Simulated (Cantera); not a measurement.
C₂H₂ + H₂ (carbon deposition, reforming and gasification)

A closed system holds: 1 mol C₂H₂, 4 mol H₂, held at 0.0530 bar.

Equilibrium computed with Cantera from the NASA thermochemical tables; the gas is ideal and each condensed phase is pure. Candidate condensed phases: C, C₆H₆, C₇H₈, C₈H₁₈; 76 gas species. Kinetics and transport are ignored.

```csv
T (K),x H₂,x H,x C₂H₂ (acetylene),x C₂H,x C₄H₂,x C₃,x CH₄,n C(graphite)
2150,0.980,0.0181,0.00190,1.06e-6,1.49e-6,1.62e-8,1.49e-5,1.98
2200,0.973,0.0241,0.00249,2.14e-6,2.60e-6,4.56e-8,1.32e-5,1.97
2250,0.965,0.0317,0.00323,4.21e-6,4.42e-6,1.23e-7,1.17e-5,1.97
2300,0.955,0.0411,0.00413,8.02e-6,7.30e-6,3.16e-7,1.03e-5,1.96
2350,0.942,0.0526,0.00520,1.48e-5,1.18e-5,7.79e-7,9.16e-6,1.95
2400,0.927,0.0665,0.00646,2.67e-5,1.85e-5,1.85e-6,8.09e-6,1.93
2450,0.909,0.0832,0.00793,4.68e-5,2.85e-5,4.24e-6,7.13e-6,1.92
2500,0.887,0.103,0.00960,7.99e-5,4.29e-5,9.38e-6,6.26e-6,1.90
2550,0.862,0.126,0.0115,0.000133,6.31e-5,2.01e-5,5.46e-6,1.87
```
x: gas mole fraction; n: condensed amount in mol.

From 2150 K to 2550 K the condensed part is C(graphite). The main C-bearing gas is C₂H₂ (acetylene) throughout. The share of C in condensed phases is highest at 2150 K (99.0 %) and lowest at 2550 K (93.7 %).
